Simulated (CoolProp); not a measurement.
Saturation properties of dimethyl ether.

Values from CoolProp's reference Helmholtz-energy equation of state, Wu 2011.

```csv
T (°C),p (MPa),liquid density (kg/m³),vapour density (kg/m³)
-10.55,0.1812,715.3,4.043
-2.75,0.2419,704.0,5.307
5.05,0.3171,692.5,6.856
12.75,0.4077,680.8,8.709
20.55,0.5180,668.6,10.96
28.35,0.6493,656.0,13.66
36.05,0.8019,643.1,16.81
43.85,0.9820,629.5,20.58
51.65,1.190,615.2,25.04
59.35,1.426,600.5,30.23
67.15,1.699,584.6,36.46
74.95,2.008,567.6,43.88
82.65,2.352,549.4,52.68
90.45,2.744,529.0,63.56
98.25,3.184,505.8,77.19
```

It boils at -24.8 °C under 1 atm.
